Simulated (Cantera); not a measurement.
A Cantera script and what it prints.

```python
import numpy as np
import cantera as ct

gas_names = """
    CH3 H2
""".split()
cond_names = """
    Ta(cr) Ta(L) TaC(s) TaC(L)
""".split()


# ... load() reads the species with a 1 bar reference pressure and builds the phases ...
species = {s.name: s for s in load("nasa_gas.yaml", gas_names) + load("nasa_condensed.yaml", cond_names)}
# Each term lists the table entries of one substance; the one whose range holds T is used.
reactions = {
    '2 CH3(g) + 2 Ta = 2 TaC + 3 H2(g)':
        [(-2, ['CH3']), (-2, ['Ta(cr)', 'Ta(L)']), (2, ['TaC(s)', 'TaC(L)']), (3, ['H2'])],
}


def pick(names, T):
    return next(species[n] for n in names if species[n].thermo.min_temp <= T <= species[n].thermo.max_temp)


results = []
for label, terms in reactions.items():
    print(label)
    print("     T/K   dH/kJ  dS/(J/K)   dG/kJ   log10 K")
    for T in [300, 748, 773, 798, 823, 848, 873, 898]:
        used = [(nu, pick(names, T)) for nu, names in terms]
        dH = sum(nu * s.thermo.h(T) for nu, s in used) / 1e6
        dS = sum(nu * s.thermo.s(T) for nu, s in used) / 1e3
        dG = dH - T * dS / 1e3
        logK = -dG * 1e6 / (ct.gas_constant * T * np.log(10))
        results.append((label, T, dH, dS, dG, logK, [s.name for _, s in used]))
        print(f"{T:8g} {dH:8.1f} {dS:8.1f} {dG:8.1f} {logK:8.2f}")
```

Output:

```
2 CH3(g) + 2 Ta = 2 TaC + 3 H2(g)
     T/K   dH/kJ  dS/(J/K)   dG/kJ   log10 K
     300   -581.9      6.0   -583.7   101.64
     748   -567.5     36.1   -594.5    41.51
     773   -566.8     36.9   -595.4    40.23
     798   -566.2     37.7   -596.3    39.03
     823   -565.6     38.5   -597.3    37.91
     848   -565.0     39.2   -598.2    36.85
     873   -564.5     39.8   -599.2    35.85
     898   -563.9     40.4   -600.2    34.91
```

Standard-state values (1 bar) from the NASA 1993 polynomials, evaluated with Cantera. TaC: taken at fixed stoichiometry. Condensed species are held in their standard states even where they would react or evaporate.
